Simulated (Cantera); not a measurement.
Input: 1 mol TiCl4, 4.1 mol O2, 18 mol H2, 1.4 mol H2O, held at 1.50 Torr.

Cantera equilibrium calculation (NASA polynomials, part measured and part estimated; ideal gas, pure solids and liquids). Candidate condensed phases: H2O, Ti, TiCl2, TiCl3, TiCl4, TiO, TiO2, Ti2O3, Ti3O5, Ti4O7; 23 gas species. The numbers say what is thermodynamically allowed, not how fast it happens.

At 2025 K, list the 7 most abundant gas species with their mole fractions, and the condensed phases.

H2 0.440, H2O 0.346, HCl 0.175, H 0.0285, Cl 0.00842, OH 0.00234, TiO2 0.000169. Condensed: TiO2(rutile).
